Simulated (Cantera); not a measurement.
Feed: 1 mol SiHCl₃, 0.018 mol C₂H₄, 19 mol H₂, at 2573 K and 0.0250 bar.

Method: chemical equilibrium by Gibbs-energy minimisation in Cantera with the NASA 1993 tables (ideal gas, pure condensed phases). Candidate condensed phases: C, C₆H₆, C₇H₈, C₈H₁₈, Si, SiC; 109 gas species. The tables' values for SiCl are old estimates; treat these amounts as uncertain. Gases not in the tables: Si₂H₆ and higher silanes. Kinetics and transport are ignored.

Base state: H₂ 0.665, H 0.177, HCl 0.0984, Si 0.0343, Cl 0.0184, SiCl 0.00226, SiCl₂ 0.00216, SiH 0.00105 (mole fractions); condensed: gas only.

What changes in the equilibrium state with this change: temperature from 2573 K to 2298 K?


```csv
species,before,after
H₂,0.665,0.799
HCl,0.0984,0.0990
H,0.177,0.0541
Cl,0.0184,0.00484
SiCl₂,0.00216,0.0136
Si,0.0343,0.0231
Si₃,1.94e-6,3.30e-5
SiCl₃,2.01e-6,2.21e-5
```
The tables' values for SiCl, SiCl₃ are old estimates; treat these amounts as uncertain.

What changes in the equilibrium state with this change: temperature from 2573 K to 2448.15 K?


| species | before | after |
|---|---|---|
| H₂ | 0.665 | 0.735 |
| H | 0.177 | 0.108 |
| HCl | 0.0984 | 0.104 |
| Cl | 0.0184 | 0.0109 |
| Si | 0.0343 | 0.0310 |
| SiCl₂ | 0.00216 | 0.00553 |
| Si₂C | 0.000361 | 0.000762 |
| Si₂ | 0.000108 | 0.000186 |
| SiH₂ | 9.34e-5 | 0.000151 |
| SiC₂ | 0.000290 | 0.000203 |

What changes in the equilibrium state with this change: SiHCl₃ replaced by SiH₄?


```tsv
species	before	after
H₂	0.665	0.769
H	0.177	0.190
Si	0.0343	0.0384
HCl	0.0984	0
Cl	0.0184	0
SiCl	0.00226	0
SiCl₂	0.00216	0
SiH₂	9.34e-5	0.000121
Si₂	0.000108	0.000135
SiH	0.00105	0.00126
```
